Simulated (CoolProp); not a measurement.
Vapour pressure (bar) of propylene: the reference equation beside estimates from Tc = 91.1 °C, pc = 45.55 bar, ω = 0.146. Clausius-Clapeyron is anchored at -5.35 °C with a constant enthalpy of vaporisation of 16.22 kJ/mol.

Computed with CoolProp (reference Helmholtz-energy equation of state, Lemmon 2013).

```tsv
T (°C)	reference	Lee-Kesler	Clausius-Clapeyron	van der Waals	Redlich-Kwong	Peng-Robinson
-46.35	1.073	1.062	1.329	4.887	1.364	1.079
-36.05	1.666	1.657	1.932	6.239	2.092	1.669
-25.85	2.475	2.470	2.712	7.803	3.064	2.473
-15.65	3.551	3.554	3.707	9.605	4.330	3.544
-5.35	4.962	4.975	4.962	11.68	5.952	4.949
4.85	6.733	6.756	6.483	14.00	7.943	6.718
15.05	8.932	8.963	8.311	16.60	10.36	8.920
25.25	11.62	11.65	10.48	19.48	13.24	11.62
35.55	14.88	14.92	13.03	22.69	16.66	14.91
```

Absolute difference from the reference over all 9 rows, mean and median: Lee-Kesler 0.4 and 0.3 %, Clausius-Clapeyron 9.6 and 9.6 %, van der Waals 162.8 and 135.4 %, Redlich-Kwong 19.8 and 20.0 %, Peng-Robinson 0.2 and 0.2 %.
